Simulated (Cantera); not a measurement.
Charge: 1 mol SO₂, 0.9 mol H₂O, 45 mol N₂, at 750 Torr.

Cantera equilibrium calculation (NASA polynomials, part measured and part estimated; ideal gas, pure solids and liquids). Candidate condensed phases: H₂O, H₂SO₄, S; 35 gas species. Rates play no part.

Problem. At 2323 K, list the 6 most abundant gas species with their mole fractions, and the condensed phases.

Solution. N₂ 0.957, SO₂ 0.0199, H₂O 0.0171, H₂ 0.00148, SO 0.00135, NO 0.00108. Condensed: gas only.
